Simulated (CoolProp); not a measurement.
CHF3 (R23) at several states: Z from the reference equation and from simpler models built on Tc = 299.3 K, pc = 4.832 MPa, ω = 0.263; each cubic takes its own stable root.

Values from CoolProp's reference Helmholtz-energy equation of state, Penoncello 2003.

| T (K) | p (MPa) | phase | reference |
|---|---|---|---|
| 448.3 | 1.41 | gas | 0.9770 |
| 316.7 | 9.92 | supercritical | 0.3267 |
| 277.2 | 1 | gas | 0.8943 |
| 200.7 | 1.11 | liquid | 0.03300 |
| 375.3 | 25.9 | supercritical | 0.7144 |

Q: How far does each simpler model (van der Waals, Redlich-Kwong, Soave-Redlich-Kwong, Peng-Robinson) lie from the reference over these 5 states: mean and median of the absolute difference, and the worst?

A: 
- van der Waals: mean 28.6 %, median 24.4 %, worst +77.0 % at 200.7 K and 1.11 MPa
- Redlich-Kwong: mean 10.3 %, median 8.7 %, worst +21.3 % at 200.7 K and 1.11 MPa
- Soave-Redlich-Kwong: mean 11.9 %, median 16.5 %, worst +24.9 % at 316.7 K and 9.92 MPa
- Peng-Robinson: mean 5.0 %, median 3.3 %, worst +14.1 % at 316.7 K and 9.92 MPa
